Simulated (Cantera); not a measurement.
An isothermal plug-flow reactor at 500 K and 3.06 atm (inlet), inlet velocity 0.84 m/s, active area per volume 220 1/m; feed 1.55 % H2, 4.18 % O2, 94.3 % N2.

Cantera simulation using Deutschmann's 1995 Pt surface mechanism with GRI-Mech 3.0 gas chemistry; the numbers are that mechanism's predictions, not measurements. Catalytic surfaces can have several steady states; this one follows from the mechanism file's or the stated starting coverage. Mass transfer to the wall is taken as infinitely fast.

x: gas mole fraction; θ: surface coverage.

| z (m) | x H2 | x O2 | x H2O | θ free Pt | θ O* | θ OH* |
|---|---|---|---|---|---|---|
| 0.0003 | 0.00696 | 0.0376 | 0.00862 | 0.271 | 0.627 | 0.0998 |
| 0.00053 | [?] | 0.0366 | [?] | [?] | [?] | 0.0939 |
| 0.00094 | 0.00307 | 0.0358 | 0.0125 | 0.126 | 0.790 | 0.0831 |
| 0.0017 | 0.00182 | 0.0352 | 0.0138 | 0.0759 | 0.854 | 0.0690 |
| 0.003 | [?] | 0.0348 | 0.0146 | [?] | 0.899 | [?] |
| 0.0053 | 0.000614 | 0.0346 | 0.0150 | 0.0260 | 0.930 | 0.0432 |
| 0.0094 | 0.000349 | 0.0344 | 0.0153 | 0.0148 | 0.952 | 0.0332 |
| 0.017 | 0.000193 | 0.0344 | 0.0154 | 0.00824 | 0.967 | 0.0250 |
| 0.03 | 0.000110 | 0.0343 | 0.0155 | 0.00468 | 0.976 | 0.0190 |

What belongs in the gaps?


- 0.00053, x H2: 0.00481
- 0.00053, x H2O: 0.0108
- 0.00053, θ free Pt: 0.193
- 0.00053, θ O*: 0.712
- 0.003, x H2: 0.00107
- 0.003, θ free Pt: 0.0449
- 0.003, θ OH*: 0.0553
